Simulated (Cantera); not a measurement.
**Equilibrium for silicon epitaxy and polysilicon growth: SiH₄ + HCl + N₂**

Charge: 1 mol SiH₄, a varied amount of HCl, 27 mol N₂, equilibrated at 1423.15 K and 10.0 mbar.

Equilibrium computed with Cantera from the NASA thermochemical tables; the gas is ideal and each condensed phase is pure. Candidate condensed phases: NH₄Cl, Si, Si₃N₄; 28 gas species. N₂ is the only nitrogen source here; it is nearly inert below about 1500 K, so the nitride shown seldom forms there in practice. The tables' values for SiCl₃ are old estimates; treat these amounts as uncertain. The numbers say what is thermodynamically allowed, not how fast it happens.

```csv
n(HCl) (mol),log p N₂,log p HCl,log p H₂,log p SiCl₂,log p SiCl₃,n Si₃N₄(s)
0.43,-2.04,-3.83,-3.16,-6.01,-7.64,0.332
0.65,-2.04,-3.66,-3.16,-5.66,-7.12,0.331
0.87,-2.04,-3.54,-3.16,-5.42,-6.75,0.329
1.1,-2.05,-3.44,-3.16,-5.22,-6.46,0.327
1.3,-2.05,-3.38,-3.17,-5.09,-6.26,0.325
1.5,-2.05,-3.32,-3.17,-4.97,-6.09,0.322
1.7,-2.06,-3.27,-3.17,-4.87,-5.94,0.318
2,-2.06,-3.21,-3.17,-4.75,-5.75,0.313
2.2,-2.06,-3.18,-3.17,-4.68,-5.64,0.308
2.4,-2.07,-3.14,-3.17,-4.61,-5.55,0.304
2.6,-2.07,-3.12,-3.17,-4.55,-5.46,0.299
2.8,-2.07,-3.09,-3.17,-4.50,-5.38,0.294
```
log p: log10 of the partial pressure in bar; n: condensed amount in mol.

From 0.43 mol HCl to 2.8 mol HCl the condensed part is Si₃N₄(s). The main Si-bearing gas is SiCl₂ throughout. The share of Si in condensed phases is highest at 0.43 mol HCl (99.7 %) and lowest at 2.8 mol HCl (88.1 %).
